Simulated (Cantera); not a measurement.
Equilibrium for roasting and sulfation: MgCO₃ + H₂S + H₂O

Charge: 1 mol MgCO₃, 2.1 mol H₂S, 6.2 mol H₂O, equilibrated at 10000 Pa.

These are equilibrium values from Cantera (NASA tables, ideal gas, pure condensed phases), not measurements of a reactor. Candidate condensed phases: C, C₆H₆, C₇H₈, C₈H₁₈, H₂O, H₂SO₄, Mg, MgCO₃, MgO, Mg(OH)₂, MgS, MgSO₄, S; 130 gas species. Gases not in the tables: S₃ to S₇. Rates play no part.

From 1248 K to 1923 K the condensed part is MgO(s).

| T (K) | log p H₂O | log p H₂ | log p H₂S | log p CO₂ | log p S₂ | log p SO₂ | log p CO | log p SO | n MgO(s) |
|---|---|---|---|---|---|---|---|---|---|
| 1248 | -1.20 | -2.01 | -1.97 | -2.09 | -2.31 | -3.18 | -2.71 | -5.09 | 1.00 |
| 1323 | -1.20 | -1.92 | -2.07 | -2.13 | -2.25 | -2.99 | -2.59 | -4.69 | 1.00 |
| 1398 | -1.21 | -1.86 | -2.17 | -2.18 | -2.21 | -2.83 | -2.49 | -4.34 | 1.00 |
| 1473 | -1.22 | -1.80 | -2.28 | -2.23 | -2.19 | -2.68 | -2.42 | -4.03 | 1.000 |
| 1548 | -1.23 | -1.76 | -2.39 | -2.28 | -2.19 | -2.56 | -2.36 | -3.76 | 1.000 |
| 1623 | -1.24 | -1.71 | -2.49 | -2.33 | -2.20 | -2.45 | -2.31 | -3.52 | 1.000 |
| 1698 | -1.26 | -1.68 | -2.59 | -2.38 | -2.22 | -2.37 | -2.27 | -3.31 | 1.000 |
| 1773 | -1.27 | -1.64 | -2.69 | -2.44 | -2.24 | -2.30 | -2.24 | -3.13 | 1.000 |
| 1848 | -1.29 | -1.61 | -2.79 | -2.49 | -2.28 | -2.24 | -2.21 | -2.96 | 1.000 |
| 1923 | -1.30 | -1.59 | -2.89 | -2.54 | -2.33 | -2.19 | -2.19 | -2.82 | 1.000 |
log p: log10 of the partial pressure in bar; n: condensed amount in mol.
